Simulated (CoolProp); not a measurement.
Vapour-liquid equilibrium of CH2F2 (R32) (1) + R134a (2) at 214.8 K; x and y are mole fractions of (1).

Computed with CoolProp (multi-fluid Helmholtz-energy mixture model, Tillner-Roth 1997 and Tillner-Roth 1994; pair parameters Lemmon 2004).

| x | bubble pressure (bar) | y at the bubble point | dew pressure at overall composition x (bar) | liquid density (mol/L) |
|---|---|---|---|---|
| 0.05 | 0.2061 | 0.182 | 0.1841 | 14.69 |
| 0.125 | 0.2488 | 0.373 | 0.1959 | 15.14 |
| 0.2 | 0.2905 | 0.507 | 0.2094 | 15.62 |
| 0.275 | 0.3313 | 0.605 | 0.2248 | 16.13 |
| 0.35 | 0.3715 | 0.682 | 0.2426 | 16.68 |
| 0.425 | 0.4111 | 0.744 | 0.2635 | 17.27 |
| 0.5 | 0.4503 | 0.795 | 0.2881 | 17.89 |
| 0.575 | 0.4892 | 0.838 | 0.3176 | 18.57 |
| 0.65 | 0.5281 | 0.875 | 0.3536 | 19.30 |
| 0.725 | 0.5670 | 0.907 | 0.3982 | 20.09 |
| 0.8 | 0.6061 | 0.936 | 0.4548 | 20.95 |
| 0.875 | 0.6454 | 0.962 | 0.5282 | 21.89 |
| 0.95 | 0.6849 | 0.986 | 0.6263 | 22.92 |

No azeotrope shows between x = 0.05 and 0.95.

The pair parameters rest on a limited set of measurements; away from them the model extrapolates.
